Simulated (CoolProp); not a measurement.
Isobutene at 371.87 K and 0.908 MPa is throttled through a valve to 0.618 MPa with no heat exchange. Each further row changes one setting.

Model: reference Helmholtz-energy equation of state, Lemmon 2005, in CoolProp. It is a short technical equation, of lower accuracy than the large ones.

```
case                       temperature change (K)  final density (kg/m³)
-------------------------  ----------------------  ---------------------
as stated                                    -4.2                      ?
outlet pressure 0.185 MPa                       ?                      ?
outlet pressure 0.803 MPa                       ?                      ?
```

Q: Some entries are withheld; supply them.

A: 
- as stated, final density (kg/m³): 12.4
- outlet pressure 0.185 MPa, temperature change (K): -10.2
- outlet pressure 0.185 MPa, final density (kg/m³): 3.54
- outlet pressure 0.803 MPa, temperature change (K): -1.5
- outlet pressure 0.803 MPa, final density (kg/m³): 16.5
